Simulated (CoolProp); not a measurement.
Computed with CoolProp (reference Helmholtz-energy equation of state, Lemmon 2006). It is a short technical equation, of lower accuracy than the large ones.

Q: Give the vapour pressure (kPa), vapour Z, surface tension (mN/m) of saturated C3F8 (R218) at 194, 249.3 K.

A: 
```tsv
T (K)	p (kPa)	vapour Z	surface tension (mN/m)
194	8.95	0.990	15.7
249.3	176	0.923	9.00
```

Surface tension comes from a separate correlation (Mulero 2012).
